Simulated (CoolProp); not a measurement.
R152A along the isotherm 341.2 K: Z from the reference equation and from simpler models built on Tc = 386.4 K, pc = 4.517 MPa, ω = 0.275; each cubic takes its own stable root.

Model: reference Helmholtz-energy equation of state, Outcalt 1996, in CoolProp. It is a modified Benedict-Webb-Rubin equation, recast in Helmholtz form.

```tsv
p (MPa)	phase	reference
3.47	liquid	0.1027
6.95	liquid	0.1996
10.4	liquid	0.2919
13.9	liquid	0.3827
17.4	liquid	0.4713
20.8	liquid	0.5557
24.3	liquid	0.6411
27.8	liquid	0.7251
31.3	liquid	0.8079
34.7	liquid	0.8873
38.2	liquid	0.9681
41.7	liquid	1.048
45.2	liquid	1.127
```

Question: How far does each simpler model (Redlich-Kwong, Soave-Redlich-Kwong, Peng-Robinson) lie from the reference over these 13 states: mean and median of the absolute difference, and the worst?

Answer: 
- Redlich-Kwong: mean 21.4 %, median 20.0 %, worst +31.4 % at 341.2 K and 3.47 MPa
- Soave-Redlich-Kwong: mean 18.9 %, median 18.0 %, worst +24.8 % at 341.2 K and 3.47 MPa
- Peng-Robinson: mean 6.0 %, median 5.3 %, worst +10.3 % at 341.2 K and 3.47 MPa
